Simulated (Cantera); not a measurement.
**(CH₃)₂SiCl₂ + HCl + H₂ (silicon carbide growth)**

Charge: 1 mol (CH₃)₂SiCl₂, 2.7 mol HCl, 6.1 mol H₂, at 1700 °C and 17.0 mbar.

Method: chemical equilibrium by Gibbs-energy minimisation in Cantera with the NASA 1993 tables (ideal gas, pure condensed phases). Candidate condensed phases: C, C₆H₆, C₇H₈, C₈H₁₈, Si, SiC; 109 gas species. The feed counts by its element totals alone. The tables' values for SiCl₃, SiCl are old estimates; treat these amounts as uncertain. Rates play no part.

The x(H₂) comes out as 0.646 and the x(HCl) comes out as 0.322. The x(SiCl₂) is 0.0196 and the x(H) comes out as 0.00833. The x(Cl) is 0.00310, the x(C₂H₂ (acetylene)) is 0.000414 and the x(SiCl₃) is 0.000259. The x(SiCl) is 0.000163 and the x(Si) comes out as 9.22e-5. The n(C(graphite)) is 1.25 mol, the n(SiC(s)) is 0.740 mol and the gas amount is 12.87 mol. The log10 activity of Si(l) (absent) is -1.30.
